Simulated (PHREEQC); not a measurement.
# Metal-bearing waste water

Make-up at 60 °C: 0.0014 mol Al2(SO4)3, 0.0006 mol NaF and 0.00016 mol NaCl per kg of water. Closed to the air; pH follows from the charge balance.

All values are PHREEQC results (ion-association model, phreeqc.dat), not measurements.

```json
{
 "pH": "3.78",
 "ionic_strength": "0.00954 mol/kgw"
}
```

| species | molality | activity | log γ |
|---|---|---|---|
| SO4-2 | 0.00242 | 0.00159 | -0.184 |
| AlSO4+ | 0.00153 | 0.00137 | -0.046 |
| Na+ | 0.000753 | 0.000677 | -0.046 |
| AlF+2 | 0.000528 | 0.000347 | -0.181 |
| Al+3 | 0.000428 | 0.000182 | -0.371 |
| H+ | 0.000184 | 0.000167 | -0.041 |
| Cl- | 0.000160 | 0.000143 | -0.047 |

No solid was allowed to form. Saturation is exceeded, for instance for Gibbsite (slow to form); the values hold only as long as no solid forms. Constants without temperature data keep their 25 °C values here. Fluoro complexes past AlF4- and FeF3 are missing from the database.
